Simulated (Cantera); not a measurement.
A freely propagating, adiabatic, planar premixed flame of H₂ : O₂ : N₂ : H₂O = 1 : 0.294 : 1.12 : 0.25 (molar parts), equivalence ratio 1.7, unburnt at 723 K and 0.133 bar; mixture-averaged transport, grid criteria slope 0.08 and curve 0.16, no radiation.

Model: the H2/O2 subset of GRI-Mech 3.0, which has no nitrogen chemistry, integrated in Cantera. Burning velocities carry a grid error of a few per cent, more on coarse grids.

What does this change do: inlet temperature 723 to 373 K?


```
quantity                    before     after
------------------------  --------  --------
laminar burning velocity  950 cm/s  296 cm/s
thermal thickness          6.94 mm   4.80 mm
peak x(O)                  0.00641   0.00418
peak x(H)                    0.117    0.0888
peak x(HO₂)                4.34e-5  0.000142
```

What does this change do: inlet temperature 723 to 450 K?


```tsv
quantity	before	after
laminar burning velocity	950 cm/s	395 cm/s
thermal thickness	6.94 mm	5.24 mm
peak x(O)	0.00641	0.00463
peak x(H)	0.117	0.0948
peak x(HO₂)	4.34e-5	0.000113
```
